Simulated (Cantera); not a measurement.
**Equilibrium for roasting and sulfation: Fe2O3 + H2S + N2**

Feed: 1 mol Fe2O3, 1.7 mol H2S, 1.1 mol N2, at 1625 K.

Equilibrium computed with Cantera from the NASA thermochemical tables; the gas is ideal and each condensed phase is pure. Candidate condensed phases: Fe, FeO, Fe(OH)2, Fe(OH)3, FeS, FeSO4, FeS2, Fe2O3, Fe2(SO4)3, Fe3O4, H2O, H2SO4, S; 38 gas species. Metal and sulfide melt together well below either melting point, which pure phases cannot show. Mutual solubility and eutectic melting of coexisting phases are not modelled. The tables' stoichiometric FeO is somewhat more stable than real wüstite, so its field is too wide. FeO, FeS: taken at fixed stoichiometry. Rates play no part.

From 10.0 mbar to 20.0 bar the condensed part is FeO(s) + FeS(l). The main Fe-bearing gas is Fe at 10.0 mbar and Fe(OH)2 at 20.0 bar.

```tsv
P (Pa)	x H2O	x N2	x H2	x S2	x SO2	x H2S	n FeO(s)	n FeS(l)
1000	0.309	0.316	0.165	0.122	0.0622	0.0120	1.46	0.542
2300	0.348	0.322	0.135	0.100	0.0700	0.0135	1.31	0.691
5400	0.382	0.328	0.108	0.0802	0.0769	0.0148	1.18	0.821
13000	0.413	0.333	0.0850	0.0629	0.0830	0.0160	1.07	0.929
29000	0.435	0.337	0.0674	0.0499	0.0876	0.0169	0.991	1.01
68000	0.455	0.340	0.0523	0.0387	0.0915	0.0176	0.923	1.08
160000	0.470	0.343	0.0402	0.0297	0.0946	0.0182	0.871	1.13
370000	0.482	0.344	0.0309	0.0229	0.0970	0.0187	0.831	1.17
860000	0.492	0.346	0.0236	0.0175	0.0989	0.0190	0.800	1.20
2000000	0.499	0.347	0.0180	0.0133	0.100	0.0193	0.776	1.22
```
x: gas mole fraction; n: condensed amount in mol.
